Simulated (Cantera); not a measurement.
A closed system holds: 1 mol SiCl4, 4.8 mol N2, at 1075 K and 140 Pa.

These are equilibrium values from Cantera (NASA tables, ideal gas, pure condensed phases), not measurements of a reactor. Candidate condensed phases: Si, Si3N4; 13 gas species. The tables' values for SiCl3 are old estimates; treat these amounts as uncertain. The numbers say what is thermodynamically allowed, not how fast it happens.

Base state: N2 0.828, SiCl4 0.172, SiCl3 3.03e-5, Cl 2.86e-5 (mole fractions); condensed: gas only.

Problem. What changes in the equilibrium state with this change: temperature from 1075 K to 1323.15 K?

Solution. 
```csv
species,before,after
N2,0.828,0.826
SiCl4,0.172,0.170
Cl,2.86e-5,0.00188
SiCl3,3.03e-5,0.00173
SiCl2,8.42e-8,9.62e-5
Cl2,9.38e-7,2.14e-5
```
